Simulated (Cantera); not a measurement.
# Equilibrium for iron carbonyl, mercury and lead vapours: Pb + H2 + CO

Feed: 1 mol Pb, 0.37 mol H2, 0.5 mol CO, held at 51.0 Pa.

These are equilibrium values from Cantera (NASA tables, ideal gas, pure condensed phases), not measurements of a reactor. Candidate condensed phases: C, C6H6, C7H8, C8H18, H2O, Pb, PbO, PbO2, Pb3O4; 113 gas species. Kinetics and transport are ignored.

```
T (°C)   x CO     x Pb   x H2     x CO2     x H2O      x H  n C(graphite)  n Pb(l)
------  -----  -------  -----  --------  --------  -------  -------------  -------
600     0.571  0.00125  0.425   0.00189  0.000527  1.35e-9        0.00206    0.999
650     0.571  0.00497  0.423  0.000525  0.000190  7.05e-9       0.000606    0.996
700     0.565   0.0172  0.418  0.000163   7.49e-5  3.10e-8       0.000200    0.985
750     0.545   0.0523  0.403   5.41e-5   3.06e-5  1.16e-7        7.21e-5    0.952
800     0.492    0.143  0.364   1.74e-5   1.19e-5  3.74e-7              0    0.854
850     0.369    0.358  0.273   4.19e-6   3.39e-6  9.85e-7              0    0.514
900     0.267    0.535  0.198   1.02e-6   9.58e-7  2.32e-6              0        0
950     0.267    0.535  0.198   5.02e-7   5.42e-7  5.92e-6              0        0
1000    0.267    0.535  0.198   2.62e-7   3.21e-7  1.40e-5              0        0
1050    0.267    0.535  0.198   1.61e-7   2.21e-7  3.12e-5              0        0
1100    0.267    0.535  0.198   1.32e-7   2.01e-7  6.56e-5              0        0
```
x: gas mole fraction; n: condensed amount in mol.

From 600 °C to 750 °C the condensed part is C(graphite) + Pb(l). From 800 °C to 850 °C the condensed part is Pb(l). From 900 °C to 1100 °C nothing is condensed. The main Pb-bearing gas is Pb throughout.
